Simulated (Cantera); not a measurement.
A closed system holds: 1 mol Pb, 13 mol NH₃, 5.2 mol N₂, 1.3 mol CO, at 19.0 mbar.

Method: chemical equilibrium by Gibbs-energy minimisation in Cantera with the NASA 1993 tables (ideal gas, pure condensed phases). Candidate condensed phases: C, C₆H₆, C₇H₈, C₈H₁₈, H₂O, Pb, PbO, PbO₂, Pb₃O₄; 139 gas species. Rates play no part.

x: gas mole fraction; n: condensed amount in mol.

| T (°C) | x H₂ | x N₂ | x CO | x Pb | x CH₄ | n Pb(l) |
|---|---|---|---|---|---|---|
| 577 | 0.594 | 0.363 | 0.0360 | 1.68e-5 | 0.00376 | 0.999 |
| 677 | 0.599 | 0.360 | 0.0392 | [?] | [?] | 0.991 |
| 777 | 0.598 | 0.359 | 0.0397 | 0.00245 | 0.000184 | 0.920 |
| 877 | 0.591 | 0.355 | 0.0393 | 0.0152 | 5.49e-5 | 0.497 |
| 977 | 0.582 | 0.349 | 0.0388 | 0.0299 | [?] | 0 |
| 1077 | 0.582 | 0.349 | 0.0388 | 0.0299 | 4.34e-6 | 0 |
| 1177 | 0.582 | 0.349 | 0.0388 | 0.0298 | 1.18e-6 | 0 |
| 1277 | 0.582 | 0.349 | 0.0388 | 0.0298 | 3.61e-7 | 0 |

What belongs in the gaps?


- 977, x CH₄: 1.62e-5
- 677, x Pb: 0.000265
- 677, x CH₄: 0.000729
